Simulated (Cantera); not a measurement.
**Transport properties of process gases**

Gas mixture: O2 : N2O = 0.92 : 0.57 (molar parts), at 20.0 Torr, frozen composition.

Cantera's kinetic-theory transport with the Lennard-Jones parameters of GRI-Mech 3.0, ideal gas; thermal conductivity in the multicomponent form. The composition is frozen, though it would react at the higher temperatures.

```tsv
T (K)	ρ (kg/m³)	cp (J/kg/K)	μ (µPa s)	λ (mW/m/K)	Pr	D (cm²/s) O	D (cm²/s) CH4	D (cm²/s) H2O
400	0.0293	954.7	22.8	30.1	0.723	18.6	12.9	13.3
600	0.0196	1048	31.0	44.8	0.726	37.3	26.2	28.7
800	0.0147	1118	38.1	58.5	0.727	60.6	42.9	48.6
1000	0.0117	1166	44.4	71.2	0.727	88.2	62.6	72.3
1200	0.00978	1197	50.2	82.7	0.727	120	85.0	99.4
1400	0.00838	1223	55.6	93.6	0.727	154	110	130
1600	0.00733	1244	60.7	104	0.726	193	138	163
1800	0.00652	1262	65.6	114	0.726	234	167	199
2000	0.00587	1278	70.3	124	0.725	279	199	238
```
D: mixture-averaged diffusion coefficient of that species in the mixture.
